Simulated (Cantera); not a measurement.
## Equilibrium for hydrogen reduction and annealing atmospheres: Ta₂O₅ + H₂ + H₂O

Charge: 1 mol Ta₂O₅, 1800 mol H₂, 0.091 mol H₂O, held at 0.240 bar.

Method: chemical equilibrium by Gibbs-energy minimisation in Cantera with the NASA 1993 tables (ideal gas, pure condensed phases). Candidate condensed phases: H₂O, Ta, Ta₂O₅; 12 gas species. Mutual solubility and eutectic melting of coexisting phases are not modelled. Condensed phases not in the tables: N, O or C dissolved in the metal. Equilibrium is a limit: real reactors are often held back by kinetics, nucleation or transport.

From 950 °C to 1150 °C the condensed part is Ta₂O₅(s). From 1175 °C to 1200 °C the condensed part is Ta(s) + Ta₂O₅(s).

| T (°C) | x H₂ | x H₂O | x H | n Ta₂O₅(s) | n Ta(s) |
|---|---|---|---|---|---|
| 950 | 1.000 | 5.06e-5 | 6.14e-7 | 1.00 | 0 |
| 975 | 1.000 | 5.06e-5 | 9.53e-7 | 1.00 | 0 |
| 1000 | 1.000 | 5.06e-5 | 1.46e-6 | 1.00 | 0 |
| 1025 | 1.000 | 5.06e-5 | 2.19e-6 | 1.00 | 0 |
| 1050 | 1.000 | 5.06e-5 | 3.24e-6 | 1.00 | 0 |
| 1075 | 1.000 | 5.06e-5 | 4.72e-6 | 1.00 | 0 |
| 1100 | 1.000 | 5.06e-5 | 6.80e-6 | 1.00 | 0 |
| 1125 | 1.000 | 5.06e-5 | 9.66e-6 | 1.00 | 0 |
| 1150 | 1.000 | 5.06e-5 | 1.36e-5 | 1.00 | 0 |
| 1175 | 1.000 | 6.08e-5 | 1.88e-5 | 0.996 | 0.00740 |
| 1200 | 1.000 | 7.53e-5 | 2.58e-5 | 0.991 | 0.0178 |
x: gas mole fraction; n: condensed amount in mol.
